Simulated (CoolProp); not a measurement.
Vapour-liquid equilibrium of benzene (1) + octamethylcyclotetrasiloxane (D4) (2) at 0.148 MPa; x and y are mole fractions of (1).

Model: multi-fluid Helmholtz-energy mixture model, Thol 2012 and Thol 2015; pair parameters Bell 2016, in CoolProp.

Give the bubble temperature and the first vapour's composition at x = 0.25, 0.55, 0.85. Is there an azeotrope?

x = 0.25: 419.6 K, y = 0.758; x = 0.55: 388.9 K, y = 0.947; x = 0.85: 372.2 K, y = 0.991. No azeotrope shows between x = 0.05 and 0.95.

Pair parameters are fitted to limited data, so mixtures are less certain than the pure fluids.
